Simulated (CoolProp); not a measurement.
Values from CoolProp's reference Helmholtz-energy equation of state, Rui 2013.

Task: For R236EA, give the phase and the viscosity (µPa s), Prandtl number, fugacity coefficient at 412 K and 11 bar; 412 K and 36.6 bar.

Result: 
- 412 K and 11 bar: gas; viscosity 15.5, Prandtl number 0.718, fugacity coefficient 0.891
- 412 K and 36.6 bar: liquid; viscosity 67.9, Prandtl number 4.22, fugacity coefficient 0.622

Viscosity comes from a separate model (Huber 2003), an estimate that may be off by 10 % or more. Thermal conductivity comes from a separate model (Huber 2003), an estimate that may be off by 10 % or more.
